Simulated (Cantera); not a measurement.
An isothermal, constant-pressure homogeneous reactor starts with 38.4 % H2, 27.4 % O2, 32.9 % N2, 1.23 % H2O, equivalence ratio 0.70, at 950 K and 0.730 atm.

Cantera simulation using GRI-Mech 3.0 (53 species, 325 reactions); the numbers are that mechanism's predictions, not measurements. The temperature is held fixed by assumption; the heat of reaction is taken as removed at once.

x: mole fraction; the columns are a selection and need not sum to one.

| t (s) | x H2 | x O2 | x H | x N2O | x HO2 |
|---|---|---|---|---|---|
| 8.00e-6 | 0.384 | 0.274 | 8.63e-11 | <1e-12 | 1.64e-10 |
| 3.81e-5 | 0.384 | 0.274 | 4.22e-10 | <1e-12 | 1.76e-9 |
| 0.000181 | 0.384 | 0.274 | 2.96e-9 | <1e-12 | 3.83e-8 |
| 0.000862 | 0.384 | 0.274 | ? | <1e-12 | ? |
| 0.00410 | 0.283 | 0.229 | ? | 1.23e-9 | ? |
| 0.0195 | 0.282 | 0.228 | 4.86e-7 | 1.28e-9 | 7.07e-5 |
| 0.0928 | 0.256 | 0.216 | 1.13e-6 | 1.83e-9 | 0.000109 |
| 0.442 | 0.141 | 0.165 | 5.87e-7 | 4.83e-9 | 8.87e-5 |
| 2.10 | 0.00546 | 0.104 | 2.66e-8 | 1.54e-8 | 1.88e-5 |
| 10.0 | 0.000140 | 0.102 | 8.54e-11 | 1.82e-8 | 9.88e-7 |

Question: What belongs in the gaps?

Answer: 
- 0.000862, x H: 3.45e-7
- 0.000862, x HO2: 7.36e-6
- 0.00410, x H: 2.35e-7
- 0.00410, x HO2: 5.03e-5
